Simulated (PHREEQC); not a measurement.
A solution holds 0.001 mol HNO3, 0.027 mol K2SO4 and 0.012 mol CO2 per kg of water, at 25 °C. Closed to the air; pH follows from the charge balance.

All values are PHREEQC results (ion-association model, phreeqc.dat), not measurements.

Precipitation was switched off in this run.

**Question.** Order these S species by the share of S that they hold, largest first: SO4-2, KSO4-, HSO4-.

**Answer.** SO4-2 (86 %), KSO4- (12 %), HSO4- (1.9 %)

The pH is 3.37 and the ionic strength 0.0744 mol/kgw.
